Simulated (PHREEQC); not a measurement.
Consider water at 25 °C with 5.4 mmol/kgw ZnCl2. Closed to the air; pH follows from the charge balance.

All values are PHREEQC results (ion-association model, wateq4f.dat), not measurements.

Q: The ionic strength comes out as 0.0160 mol/kgw. What activity coefficients do H+, ZnCl+, Zn+2, Cl-, ZnOH+ get?

A: H+ 0.90, ZnCl+ 0.88, Zn+2 0.62, Cl- 0.88, ZnOH+ 0.88.

This is a speciation only: nothing precipitates in the calculation.
